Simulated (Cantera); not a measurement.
A closed system holds: 1 mol BF3, 25 mol NH3, held at 1500 K and 75.0 Torr.

These are equilibrium values from Cantera (NASA tables, ideal gas, pure condensed phases), not measurements of a reactor. Candidate condensed phases: B, BN; 31 gas species. The tables' values for BF2 are old estimates; treat these amounts as uncertain. The numbers say what is thermodynamically allowed, not how fast it happens.

Problem. What is the equilibrium state?

Solution. 
```
Item                                 Value
-------------------------------  ---------
x(H2)                                0.727
x(N2)                                0.242
x(HF)                               0.0165
x(BF3)                              0.0137
x(BHF2)                           0.000463
x(BF2)                            0.000119
x(H)                               4.75e-5
x(BF)                              2.82e-6
x(NH3)                             1.89e-6
n(BN(s))                         0.270 mol
gas amount                       51.00 mol
log10 activity of B(s) (absent)      -3.32
```
